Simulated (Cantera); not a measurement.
Feed: 1 mol Pb, 1.5 mol O2, 13 mol N2, held at 1273 K and 12.0 mbar.

These are equilibrium values from Cantera (NASA tables, ideal gas, pure condensed phases), not measurements of a reactor. Candidate condensed phases: Pb, PbO, PbO2, Pb3O4; 12 gas species. Gases not in the tables: (PbO)n polymers. Rates play no part.

Base state: N2 0.906, O2 0.0699, PbO 0.0233, Pb 0.000654, NO 0.000205 (mole fractions); condensed: PbO(l).

**Question.** What changes in the equilibrium state with this change: pressure from 12.0 mbar to 0.133 bar?

**Answer.** 
| species | before | after |
|---|---|---|
| N2 | 0.906 | 0.926 |
| O2 | 0.0699 | 0.0712 |
| PbO | 0.0233 | 0.00210 |
| Pb | 0.000654 | 1.75e-5 |
| NO | 0.000205 | 0.000209 |
| PbO(l), mol | 0.656 | 0.970 |
